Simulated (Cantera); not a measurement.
Mixture: CO : H₂ : O₂ : N₂ : H₂O = 1 : 0.6 : 0.842 : 3.17 : 1.5 (molar parts), equivalence ratio 0.95, at 9.87 atm, adiabatic and at constant volume. Ignition delay is the time to a rise of 400 K.

Model: GRI-Mech 3.0 (53 species, 325 reactions), integrated in Cantera. The hydrogen kinetics of GRI-Mech 3.0 are dated; newer H2 mechanisms differ, most at raised pressure. Below about 950 K walls govern HO2 and H2O2 in real vessels.

What does this change do: pressure from 9.87 atm to 16.8 atm?


| quantity | before | after |
|---|---|---|
| delay at 900 K | 82.6 ms | 59.0 ms |
| delay at 1100 K | 1.15 ms | 0.936 ms |
| delay at 1300 K | 43.5 µs | 46.2 µs |
| delay at 1500 K | 4.21 µs | 4.10 µs |
| delay at 1700 K | 1.73 µs | 1.14 µs |
| apparent activation energy between 1500 and 1700 K | 94 kJ/mol | 140 kJ/mol |
The pressure lies above the range GRI-Mech 3.0 was tuned for (to about 10 atm).

What does this change do: constant pressure in place of constant volume?


```
quantity                                               before      after
--------------------------------------------------  ---------  ---------
delay at 900 K                                        82.6 ms    94.8 ms
delay at 1100 K                                       1.15 ms    1.26 ms
delay at 1300 K                                       43.5 µs    46.4 µs
delay at 1500 K                                       4.21 µs    4.53 µs
delay at 1700 K                                       1.73 µs    1.94 µs
apparent activation energy between 1500 and 1700 K  94 kJ/mol  90 kJ/mol
```

What does this change do: pressure from 9.87 atm to 7.11 atm?


```tsv
quantity	before	after
delay at 900 K	82.6 ms	0.101 s
delay at 1100 K	1.15 ms	1.25 ms
delay at 1300 K	43.5 µs	37.3 µs
delay at 1500 K	4.21 µs	4.81 µs
delay at 1700 K	1.73 µs	2.35 µs
apparent activation energy between 1500 and 1700 K	94 kJ/mol	76 kJ/mol
```
